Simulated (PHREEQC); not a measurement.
Dissolve 0.0013 mol/kgw H2SO4, 0.0051 mol/kgw Li2SO4 and 6e-05 mol/kgw Fe2(SO4)3 at 20 °C. Closed to the air; pH follows from the charge balance.

Equilibrium calculation in PHREEQC: ion-association model, wateq4f.dat.

Each row changes one thing in this solution. Precipitation was switched off in this run.

| case | pH | ionic strength (mol/kgw) | SO4-2 (mol/kgw) | HSO4- (mol/kgw) | FeSO4+ (mol/kgw) | FeOH+2 (mol/kgw) | SI of Goethite (FeOOH) | SI of Hematite (Fe2O3) |
|---|---|---|---|---|---|---|---|---|
| as made | 2.75 | 0.0179 | 0.00571 | 0.000610 | 9.36e-5 | 1.10e-5 | +3.45 | +8.88 |
| temperature from 20 to 65 °C | … | 0.0169 | 0.00519 | 0.00120 | 4.91e-5 | 3.98e-5 | +4.66 | +11.50 |
| diluted 2-fold with water | 2.99 | 0.00928 | 0.00300 | 0.000201 | 3.94e-5 | … | +4.04 | +10.07 |
| Fe2(SO4)3 from 6e-05 to 0.00012 mol/kgw | 2.75 | 0.0182 | 0.00577 | 0.000616 | 0.000187 | 2.17e-5 | +3.74 | +9.47 |
| 8.7e-05 mol/kgw CO2 added | 2.75 | 0.0179 | 0.00571 | 0.000610 | 9.36e-5 | 1.10e-5 | +3.45 | +8.88 |
| Li2SO4 replaced by CdSO4 at the same molality | 2.72 | 0.0172 | 0.00432 | 0.000492 | 9.13e-5 | 1.31e-5 | +3.48 | +8.94 |
| H2SO4 left out | 3.95 | 0.0155 | 0.00509 | 3.50e-5 | 1.86e-5 | 3.67e-5 | +6.39 | +14.76 |

Task: What belongs in the gaps?

Result: 
- temperature from 20 to 65 °C, pH: 2.88
- diluted 2-fold with water, FeOH+2 (mol/kgw): 1.24e-5

Species that the database lacks are ignored. Some of these states are supersaturated (in Hematite (slow to form), Goethite (slow to form), Fe(OH)3(a), for instance). Constants without temperature data keep their 25 °C values here.
